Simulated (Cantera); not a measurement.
Feed: 1 mol CHF3, a varied amount of H2, held at 3273.15 K and 1500 Pa.

Cantera equilibrium calculation (NASA polynomials, part measured and part estimated; ideal gas, pure solids and liquids). Candidate condensed phases: C, C6H6, C7H8, C8H18; 95 gas species. Rates play no part.

Q: At 6.3 mol H2, list the 7 most abundant gas species with their mole fractions, and the condensed phases.

A: H 0.682, HF 0.198, H2 0.0601, F 0.0220, C3 0.0142, C 0.0132, C2 0.00419. Condensed: gas only.
